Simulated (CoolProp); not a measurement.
Aqueous lithium chloride as a coolant, 6 % by mass, freezing at -6.3 °C, 1 atm.

Computed with CoolProp (Melinder's fits for secondary coolants).

```json
[
 {"T (°C)": "-3", "density (kg/m³)": "1036", "cp (kJ/(kg K))": "3.857", "conductivity (W/(m K))": "[?]", "Prandtl number": "16.5"},
 {"T (°C)": "1.1", "density (kg/m³)": "1036", "cp (kJ/(kg K))": "3.857", "conductivity (W/(m K))": "0.552", "Prandtl number": "14.2"},
 {"T (°C)": "5.2", "density (kg/m³)": "1035", "cp (kJ/(kg K))": "3.858", "conductivity (W/(m K))": "0.559", "Prandtl number": "12.4"},
 {"T (°C)": "9.3", "density (kg/m³)": "1035", "cp (kJ/(kg K))": "3.859", "conductivity (W/(m K))": "[?]", "Prandtl number": "10.9"},
 {"T (°C)": "13.5", "density (kg/m³)": "[?]", "cp (kJ/(kg K))": "3.860", "conductivity (W/(m K))": "0.572", "Prandtl number": "9.69"},
 {"T (°C)": "17.6", "density (kg/m³)": "1033", "cp (kJ/(kg K))": "3.862", "conductivity (W/(m K))": "0.579", "Prandtl number": "8.66"},
 {"T (°C)": "21.7", "density (kg/m³)": "1032", "cp (kJ/(kg K))": "3.865", "conductivity (W/(m K))": "0.586", "Prandtl number": "7.79"},
 {"T (°C)": "25.8", "density (kg/m³)": "1031", "cp (kJ/(kg K))": "3.867", "conductivity (W/(m K))": "0.592", "Prandtl number": "7.04"},
 {"T (°C)": "30", "density (kg/m³)": "1030", "cp (kJ/(kg K))": "3.870", "conductivity (W/(m K))": "0.599", "Prandtl number": "6.38"},
 {"T (°C)": "34.1", "density (kg/m³)": "1029", "cp (kJ/(kg K))": "3.873", "conductivity (W/(m K))": "0.605", "Prandtl number": "5.80"}
]
```

Q: What belongs in the gaps?

A: 
- -3, conductivity (W/(m K)): 0.545
- 9.3, conductivity (W/(m K)): 0.565
- 13.5, density (kg/m³): 1034
